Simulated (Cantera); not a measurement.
Gas mixture: 88.1 % CO, 11.9 % H2O, at 0.133 bar, frozen composition.

Cantera's kinetic-theory transport with the Lennard-Jones parameters of GRI-Mech 3.0, ideal gas; thermal conductivity in the mixture-averaged form. Polar gases are described roughly by these parameters.

One state of this run: ρ (kg/m³) = 0.0374; cp (J/kg/K) = 1307; μ (µPa s) = 44.5; λ (mW/m/K) = 81.7; Pr = 0.711; D (cm²/s) H = 94.5; D (cm²/s) CH3 = 17.4; D (cm²/s) N2 = 15.9. D: mixture-averaged diffusion coefficient of that species in the mixture.

Which value of T (K) does it belong to?
A) 1400
B) 1150
C) 1650
D) 650

B, 1150
